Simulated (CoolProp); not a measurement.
R1132(E) along the isobar 65 bar: fugacity coefficient from the reference equation and from simpler models built on Tc = 348.8 K, pc = 51.74 bar, ω = 0.245; each cubic takes its own stable root.

The numbers come from the reference Helmholtz-energy equation of state, Akasaka 2024 in CoolProp.

```json
[
 {"T (K)": "323.9", "phase": "liquid", "reference": "0.3843"},
 {"T (K)": "329", "phase": "liquid", "reference": "0.4169"},
 {"T (K)": "334.1", "phase": "liquid", "reference": "0.4501"},
 {"T (K)": "339.2", "phase": "liquid", "reference": "0.4838"},
 {"T (K)": "344.2", "phase": "liquid", "reference": "0.5170"},
 {"T (K)": "349.3", "phase": "supercritical", "reference": "0.5506"},
 {"T (K)": "354.4", "phase": "supercritical", "reference": "0.5832"},
 {"T (K)": "359.4", "phase": "supercritical", "reference": "0.6129"},
 {"T (K)": "364.5", "phase": "supercritical", "reference": "0.6380"},
 {"T (K)": "369.6", "phase": "supercritical", "reference": "0.6587"},
 {"T (K)": "374.6", "phase": "supercritical", "reference": "0.6765"},
 {"T (K)": "379.7", "phase": "supercritical", "reference": "0.6929"},
 {"T (K)": "384.8", "phase": "supercritical", "reference": "0.7080"},
 {"T (K)": "389.9", "phase": "supercritical", "reference": "0.7220"},
 {"T (K)": "394.9", "phase": "supercritical", "reference": "0.7348"},
 {"T (K)": "400", "phase": "supercritical", "reference": "0.7471"}
]
```

Question: How far does each simpler model (van der Waals, Redlich-Kwong, Soave-Redlich-Kwong, Peng-Robinson) lie from the reference over these 16 states: mean and median of the absolute difference, and the worst?

Answer: 
- van der Waals: mean 7.4 %, median 2.9 %, worst +27.1 % at 323.9 K and 65 bar
- Redlich-Kwong: mean 3.0 %, median 1.5 %, worst +10.1 % at 323.9 K and 65 bar
- Soave-Redlich-Kwong: mean 2.1 %, median 1.7 %, worst +3.9 % at 323.9 K and 65 bar
- Peng-Robinson: mean 1.9 %, median 2.4 %, worst -2.7 % at 379.7 K and 65 bar
